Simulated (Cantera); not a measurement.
Input (Python, Cantera) and output of one run.

```python
import numpy as np
import cantera as ct

gas_names = [...]  # 110 gases of nasa_gas.yaml made of C, H, O
cond_names = """
    C(gr) C6H6(L) C7H8(L) C8H18(L),n-octa H2O(s) H2O(L)
""".split()


# ... load() reads the species with a 1 bar reference pressure and builds the phases ...
atoms = {
    'C2H4': {'C': 2, 'H': 4},
    'H2O': {'H': 2, 'O': 1},
    'H2': {'H': 2},
}
top_T = {'C(gr)': 4500}  # K; cautious upper limits of use, not melting points


# ... equilibrate(T, P, feed) seeds the gas with the atoms and calls Mixture.equilibrate('TP', solver="vcs", rtol=1e-11, max_steps=5000) ...
results = []
P = 9500000  # Pa
for T in [1750, 1775, 1800, 1825, 1850, 1875, 1900, 1925, 1950]:
    for m in [2.5, 3.5, 4.8, 6.7, 9.3, 13, 18, 25, 35, 48, 67]:
        feed = {'C2H4': 1, 'H2O': 1.6, 'H2': m}  # mol
        mix = equilibrate(T, P, feed)
        results.append((T, P, feed, dict(zip(mix.species_names, mix.species_moles))))

for T, P, feed, n in results:
    print(f"{T:7g} {feed['H2']:10.4g}  " + (" + ".join(c for c in cond_names if n.get(c, 0) > 1e-12) or "gas only"))
```

Result:

```
   1750        2.5  C(gr)
   1750        3.5  C(gr)
   1750        4.8  gas only
   1750        6.7  gas only
   1750        9.3  gas only
   1750         13  gas only
   1750         18  gas only
   1750         25  gas only
   1750         35  gas only
   1750         48  gas only
   1750         67  gas only
   1775        2.5  C(gr)
   1775        3.5  C(gr)
   1775        4.8  gas only
   1775        6.7  gas only
   1775        9.3  gas only
   1775         13  gas only
   1775         18  gas only
   1775         25  gas only
   1775         35  gas only
   1775         48  gas only
   1775         67  gas only
   1800        2.5  C(gr)
   1800        3.5  C(gr)
   1800        4.8  gas only
   1800        6.7  gas only
   1800        9.3  gas only
   1800         13  gas only
   1800         18  gas only
   1800         25  gas only
   1800         35  gas only
   1800         48  gas only
   1800         67  gas only
   1825        2.5  C(gr)
   1825        3.5  C(gr)
   1825        4.8  C(gr)
   1825        6.7  gas only
   1825        9.3  gas only
   1825         13  gas only
   1825         18  gas only
   1825         25  gas only
   1825         35  gas only
   1825         48  gas only
   1825         67  gas only
   1850        2.5  C(gr)
   1850        3.5  C(gr)
   1850        4.8  C(gr)
   1850        6.7  gas only
   1850        9.3  gas only
   1850         13  gas only
   1850         18  gas only
   1850         25  gas only
   1850         35  gas only
   1850         48  gas only
   1850         67  gas only
   1875        2.5  C(gr)
   1875        3.5  C(gr)
   1875        4.8  C(gr)
   1875        6.7  gas only
   1875        9.3  gas only
   1875         13  gas only
   1875         18  gas only
   1875         25  gas only
   1875         35  gas only
   1875         48  gas only
   1875         67  gas only
   1900        2.5  C(gr)
   1900        3.5  C(gr)
   1900        4.8  C(gr)
   1900        6.7  gas only
   1900        9.3  gas only
   1900         13  gas only
   1900         18  gas only
   1900         25  gas only
   1900         35  gas only
   1900         48  gas only
   1900         67  gas only
   1925        2.5  C(gr)
   1925        3.5  C(gr)
   1925        4.8  C(gr)
   1925        6.7  C(gr)
   1925        9.3  gas only
   1925         13  gas only
   1925         18  gas only
   1925         25  gas only
   1925         35  gas only
   1925         48  gas only
   1925         67  gas only
   1950        2.5  C(gr)
   1950        3.5  C(gr)
   1950        4.8  C(gr)
   1950        6.7  C(gr)
   1950        9.3  gas only
   1950         13  gas only
   1950         18  gas only
   1950         25  gas only
   1950         35  gas only
   1950         48  gas only
   1950         67  gas only
```

These are equilibrium values from Cantera (NASA tables, ideal gas, pure condensed phases), not measurements of a reactor. The ideal-gas law is rough above about 30 bar.
